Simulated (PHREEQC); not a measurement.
HCl is added in steps, without added water, to 1 kg of water holding 0.0021 mol/kgw NiSO4, 0.0016 mol/kgw MgSO4, 0.00058 mol/kgw H2SO4 and 0.077 mol/kgw Na2SO4, at 40 °C. Oxygen is held at 0.21 atm. No CO2 enters from the air. Precipitation was switched off in this run.

Base run: PHREEQC, ion-association model, wateq4f.dat. Each further column changes one thing. The table gives HSO4- (mol/kgw).

```tsv
HCl added (mol)	base	diluted 5-fold with water	MgSO4 left out	NiSO4 replaced by CuSO4 at the same molality	solids may form
0	0.000848	___	0.000847	0.000848	0.000848
0.00555	0.00484	0.00260	0.00483	0.00484	0.00484
0.01018	0.00807	0.00432	0.00806	0.00807	0.00807
0.01572	0.0118	0.00599	0.0118	0.0118	0.0118
0.02127	0.0155	0.00732	0.0154	0.0155	0.0155
0.02683	0.0189	0.00836	0.0189	0.0189	0.0189
0.03145	0.0217	___	0.0217	0.0217	0.0217
0.037	0.0249	___	0.0249	0.0249	0.0249
```

Q: Fill in the missing entries.

A: 
- 0, diluted 5-fold with water: 0.000115
- 0.03145, diluted 5-fold with water: 0.00907
- 0.037, diluted 5-fold with water: 0.00977

Constants without temperature data keep their 25 °C values here. Solids allowed in the column 'solids may form': Brucite, Ni(OH)2, Ni4(OH)6SO4, Halite, Mirabilite, Epsomite, Morenosite.
